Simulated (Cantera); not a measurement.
Feed: 1 mol BF3, 3.4 mol H2, 24 mol N2, 25 mol NH3, at 2325 K and 0.510 Torr.

Method: chemical equilibrium by Gibbs-energy minimisation in Cantera with the NASA 1993 tables (ideal gas, pure condensed phases). Candidate condensed phases: B, BN; 31 gas species. The tables' values for BF2 are old estimates; treat these amounts as uncertain. Rates play no part.

Base state: N2 0.405, H2 0.323, H 0.240, HF 0.0219, BF 0.0108, BF2 0.000275, B 2.18e-5, F 2.08e-5 (mole fractions); condensed: gas only.

Question: What changes in the equilibrium state with this change: pressure from 0.510 Torr to 6.15 Torr?

Answer: 
```tsv
species	before	after
H2	0.323	0.443
N2	0.405	0.441
H	0.240	0.0808
HF	0.0219	0.0232
BF	0.0108	0.0111
BHF2	9.61e-7	1.27e-5
BF3	2.74e-6	2.80e-5
F	2.08e-5	5.43e-6
BF2	0.000275	0.000894
B	2.18e-5	7.15e-6
```
